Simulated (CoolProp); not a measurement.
Vapour-liquid equilibrium of R114 (1) + n-pentane (2) at 108.15 °C; x and y are mole fractions of (1).

Computed with CoolProp (multi-fluid Helmholtz-energy mixture model, Platzer 1990 and Thol 2019; pair parameters Bell 2016). This equation is an older, rougher fit; its heat capacities, sound speeds and derivatives of the liquid may be far off and weren't checked against measurements.

| x | bubble pressure, mixture model (MPa) | bubble pressure, Raoult's law (MPa) | y, mixture model | y, Raoult's law |
|---|---|---|---|---|
| 0.05 | … | 0.7571 | … | 0.110 |
| 0.15 | 0.9174 | 0.8528 | 0.299 | 0.293 |
| 0.25 | 1.038 | 0.9484 | 0.428 | 0.439 |
| 0.35 | 1.148 | 1.044 | 0.528 | 0.558 |
| 0.45 | … | 1.140 | 0.612 | 0.658 |
| 0.55 | 1.337 | 1.235 | 0.685 | 0.742 |
| 0.65 | 1.421 | 1.331 | 0.754 | 0.814 |
| 0.75 | 1.499 | 1.427 | 0.820 | 0.876 |
| 0.85 | 1.571 | 1.522 | 0.889 | 0.930 |
| 0.95 | … | 1.618 | … | 0.978 |

Task: Complete the blanks.

Result: 
- 0.05, bubble pressure, mixture model (MPa): 0.7824
- 0.05, y, mixture model: 0.120
- 0.45, bubble pressure, mixture model (MPa): 1.247
- 0.95, bubble pressure, mixture model (MPa): 1.636
- 0.95, y, mixture model: 0.961

The largest gap from Raoult's law is +10.0 % in bubble pressure, at x = 0.35. No azeotrope shows between x = 0.05 and 0.95.

Pair parameters are fitted to limited data, so mixtures are less certain than the pure fluids.
